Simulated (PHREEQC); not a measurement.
# Ultrapure water in contact with air or piping (model solution)

Model water analysis in mg/kgw, 25 °C, pH 5.75, pe 9.9:

```tsv
constituent	mg/kgw
Na	0.00395
K	0.00269
Ca	0.013
Mg	0.00205
Cl	0.0108
S(6) as SO4	0.0191
Alkalinity as HCO3	0.0235
Li	3.08e-05
B	3.13e-05
N(5) as NO3	0.00112
Ni	0.000309
```

Na is adjusted to close the charge balance.
Valence states are taken as typed.

All values are PHREEQC results (ion-association model, wateq4f.dat), not measurements.

Precipitation was switched off in this run.

Q: Predict the ionic strength.

A: ionic strength 3.50e-6 mol/kgw.

Q: In which forms is C present?

A: CO2 80 %, HCO3- 20 % of the C.

Species that the database lacks are ignored.
